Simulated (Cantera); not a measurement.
Input (Python, Cantera):

```python
import numpy as np
import cantera as ct

gas = ct.Solution("gri30.yaml")
gas.TPX = 1350, 26000, {'H2': 0.64, 'O2': 1, 'N2': 1.6}
reactor = ct.IdealGasConstPressureReactor(gas, energy="off", clone=False)
net = ct.ReactorNet([reactor])
net.rtol, net.atol = 1e-08, 1e-18
show = ['H2', 'O2', 'O', 'NO2', 'H']
times = np.geomspace(2e-05, 200, 13)

steps = ct.SolutionArray(gas, extra=["t"])
rows = []
print(f"{'t/s':>10s}{'T/K':>9s}{'P/Pa':>11s}" + "".join(f"{s:>11s}" for s in show))
for t in times:
    while net.time < t:
        t_next = net.step()
        steps.append(gas.state, t=t_next)
    rows.append([np.interp(t, steps.t, y) for y in (steps.T, steps.P, *steps(*show).X.T)])
    print(f"{t:10.3e}{rows[-1][0]:9.1f}{rows[-1][1]:11.4g}" + "".join(f"{x:11.3e}" for x in rows[-1][2:]))
rate = np.gradient(steps.T, steps.t)
print("integrator steps:", len(steps.t))
if steps.T.max() > steps.T[0] + 200:
    print(f"time of steepest temperature rise: {steps.t[rate.argmax()]:.4e} s")
gas.TPX = 1350, 26000, {'H2': 0.64, 'O2': 1, 'N2': 1.6}
gas.equilibrate("TP")
print(f"equilibrium (TP): T = {gas.T:.1f} K  " + "  ".join(f"{s} {gas[s].X[0]:.3e}" for s in show))
```

Output:

```
       t/s      T/K       P/Pa         H2         O2          O        NO2          H
 2.000e-05   1350.0    2.6e+04  1.975e-01  3.086e-01  2.253e-06  9.243e-21  6.472e-06
 7.662e-05   1350.0    2.6e+04  2.001e-02  2.171e-01  4.004e-02  2.267e-10  6.527e-02
 2.936e-04   1350.0    2.6e+04  4.040e-03  2.284e-01  7.698e-03  3.909e-09  5.274e-03
 1.125e-03   1350.0    2.6e+04  2.157e-04  2.323e-01  3.875e-04  3.321e-08  5.776e-05
 4.309e-03   1350.0    2.6e+04  1.642e-05  2.327e-01  3.254e-05  5.804e-08  1.396e-06
 1.651e-02   1350.0    2.6e+04  2.343e-06  2.328e-01  5.065e-06  4.269e-08  8.494e-08
 6.325e-02   1350.0    2.6e+04  4.997e-07  2.329e-01  1.121e-06  3.364e-08  8.899e-09
 2.423e-01   1350.0    2.6e+04  2.008e-07  2.329e-01  4.439e-07  4.536e-08  2.312e-09
 9.283e-01   1350.0    2.6e+04  1.831e-07  2.329e-01  4.021e-07  4.813e-08  2.014e-09
 3.557e+00   1350.0    2.6e+04  1.830e-07  2.329e-01  4.019e-07  4.814e-08  2.013e-09
 1.363e+01   1350.0    2.6e+04  1.830e-07  2.329e-01  4.019e-07  4.815e-08  2.013e-09
 5.220e+01   1350.0    2.6e+04  1.830e-07  2.329e-01  4.019e-07  4.819e-08  2.013e-09
 2.000e+02   1350.0    2.6e+04  1.830e-07  2.329e-01  4.019e-07  4.833e-08  2.013e-09
integrator steps: 1758
equilibrium (TP): T = 1350.0 K  H2 1.831e-07  O2 2.326e-01  O 4.017e-07  NO2 2.277e-06  H 2.013e-09
```

Model: GRI-Mech 3.0 (53 species, 325 reactions), integrated in Cantera. The temperature is held fixed by assumption; the heat of reaction is taken as removed at once.
